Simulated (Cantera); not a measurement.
A Cantera script and its output.

```python
import numpy as np
import cantera as ct

gas = ct.Solution("gri30.yaml")
gas.TPX = 1150, 620000, {'CH3OH': 1, 'O2': 2.63, 'N2': 9.89}
reactor = ct.IdealGasReactor(gas, energy="on", clone=False)
net = ct.ReactorNet([reactor])
net.rtol, net.atol = 1e-08, 1e-16
show = ['CH3OH', 'O2', 'CH4', 'CH2CO', 'CO2', 'NO', 'CH2O']
times = np.geomspace(3e-06, 1, 13)

steps = ct.SolutionArray(gas, extra=["t"])
rows = []
print(f"{'t/s':>10s}{'T/K':>9s}{'P/Pa':>11s}" + "".join(f"{s:>11s}" for s in show))
for t in times:
    while net.time < t:
        t_next = net.step()
        steps.append(gas.state, t=t_next)
    rows.append([np.interp(t, steps.t, y) for y in (steps.T, steps.P, *steps(*show).X.T)])
    print(f"{t:10.3e}{rows[-1][0]:9.1f}{rows[-1][1]:11.4g}" + "".join(f"{x:11.3e}" for x in rows[-1][2:]))
rate = np.gradient(steps.T, steps.t)
print("integrator steps:", len(steps.t))
if steps.T.max() > steps.T[0] + 200:
    print(f"time of steepest temperature rise: {steps.t[rate.argmax()]:.4e} s")
gas.TPX = 1150, 620000, {'CH3OH': 1, 'O2': 2.63, 'N2': 9.89}
gas.equilibrate("UV")
print(f"equilibrium (UV): T = {gas.T:.1f} K  " + "  ".join(f"{s} {gas[s].X[0]:.3e}" for s in show))
```

Result:

```
       t/s      T/K       P/Pa      CH3OH         O2        CH4      CH2CO        CO2         NO       CH2O
 3.000e-06   1150.0    6.2e+05  7.396e-02  1.945e-01  3.841e-10  3.677e-19  6.575e-10  1.170e-21  1.128e-08
 8.657e-06   1150.0    6.2e+05  7.396e-02  1.945e-01  2.690e-09  3.070e-18  1.902e-09  3.646e-21  3.540e-08
 2.498e-05   1150.0    6.2e+05  7.396e-02  1.945e-01  1.477e-08  2.561e-17  5.495e-09  1.108e-20  1.124e-07
 7.208e-05   1150.0    6.2e+05  7.396e-02  1.945e-01  5.769e-08  2.140e-16  1.586e-08  3.310e-20  3.471e-07
 2.080e-04   1150.0    6.2e+05  7.396e-02  1.945e-01  1.825e-07  1.803e-15  4.578e-08  9.927e-20  1.044e-06
 6.002e-04   1150.0    6.2e+05  7.396e-02  1.945e-01  5.345e-07  1.554e-14  1.322e-07  3.424e-19  3.423e-06
 1.732e-03   1150.0    6.2e+05  7.394e-02  1.945e-01  1.487e-06  1.522e-13  3.831e-07  3.280e-18  1.977e-05
 4.998e-03   1156.4  6.243e+05  7.186e-02  1.933e-01  3.506e-06  1.315e-11  3.193e-06  1.445e-15  1.762e-03
 1.442e-02   2568.1  1.443e+06  1.216e-17  7.259e-02  1.367e-17  1.252e-19  6.748e-02  1.427e-02  2.208e-11
 4.162e-02   2568.0  1.443e+06  1.215e-17  7.258e-02  1.366e-17  1.251e-19  6.748e-02  1.430e-02  2.207e-11
 1.201e-01   2568.0  1.443e+06  1.215e-17  7.258e-02  1.366e-17  1.251e-19  6.748e-02  1.430e-02  2.207e-11
 3.465e-01   2568.0  1.443e+06  1.215e-17  7.258e-02  1.366e-17  1.251e-19  6.748e-02  1.430e-02  2.207e-11
 1.000e+00   2568.0  1.443e+06  1.215e-17  7.258e-02  1.366e-17  1.251e-19  6.748e-02  1.430e-02  2.207e-11
integrator steps: 2104
time of steepest temperature rise: 5.6243e-03 s
equilibrium (UV): T = 2568.0 K  CH3OH 1.271e-17  O2 7.258e-02  CH4 1.934e-17  CH2CO 1.661e-19  CO2 6.748e-02  NO 1.430e-02  CH2O 2.207e-11
```

Model: GRI-Mech 3.0 (53 species, 325 reactions), integrated in Cantera. GRI-Mech 3.0 was tuned for natural gas; its chemistry of methanol as a main component is partial and can be far from experiment.
